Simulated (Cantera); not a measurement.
Feed: 1 mol C₆H₆, 1.5 mol H₂O, equilibrated at 1573 K.

Method: chemical equilibrium by Gibbs-energy minimisation in Cantera with the NASA 1993 tables (ideal gas, pure condensed phases). Candidate condensed phases: C, C₆H₆, C₇H₈, C₈H₁₈, H₂O; 110 gas species. The ideal-gas law is rough above about 30 bar. Kinetics and transport are ignored.

x: gas mole fraction; n: condensed amount in mol.

```json
[
 {"P (Pa)": "10", "x H₂": "0.747", "x CO": "0.250", "x CH₄": "1.02e-7", "x H₂O": "1.94e-8", "n C(graphite)": "4.50"},
 {"P (Pa)": "72", "x H₂": "0.749", "x CO": "0.250", "x CH₄": "7.41e-7", "x H₂O": "1.40e-7", "n C(graphite)": "4.50"},
 {"P (Pa)": "520", "x H₂": "0.750", "x CO": "0.250", "x CH₄": "5.36e-6", "x H₂O": "1.01e-6", "n C(graphite)": "4.50"},
 {"P (Pa)": "3700", "x H₂": "0.750", "x CO": "0.250", "x CH₄": "[?]", "x H₂O": "[?]", "n C(graphite)": "4.50"},
 {"P (Pa)": "27000", "x H₂": "0.750", "x CO": "0.250", "x CH₄": "[?]", "x H₂O": "[?]", "n C(graphite)": "4.50"},
 {"P (Pa)": "190000", "x H₂": "0.747", "x CO": "0.250", "x CH₄": "0.00195", "x H₂O": "0.000369", "n C(graphite)": "4.49"},
 {"P (Pa)": "1400000", "x H₂": "0.732", "x CO": "0.251", "x CH₄": "0.0138", "x H₂O": "0.00267", "n C(graphite)": "4.44"},
 {"P (Pa)": "10000000", "x H₂": "0.650", "x CO": "0.253", "x CH₄": "0.0776", "x H₂O": "0.0171", "n C(graphite)": "4.18"}
]
```

### Question
What belongs in the gaps?

### Answer

- 3700, x CH₄: 3.82e-5
- 3700, x H₂O: 7.21e-6
- 27000, x CH₄: 0.000278
- 27000, x H₂O: 5.26e-5
